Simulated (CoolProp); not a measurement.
A Linde-Hampson liquefier for methane: isothermal reversible compression at 250 K from 1 atm to 40 MPa, throttling to 1 atm, return gas leaving the recuperator 0 K below the feed. Each further row changes one setting.

Model: reference Helmholtz-energy equation of state, Setzmann 1991, in CoolProp.

```tsv
case	liquid yield per pass	compression work (kJ/kg of gas)
as stated	0.355	688
high pressure 80 MPa	0.308	809
warm-end temperature 280 K	0.287	803
warm-end gap 5 K	0.347	688
```
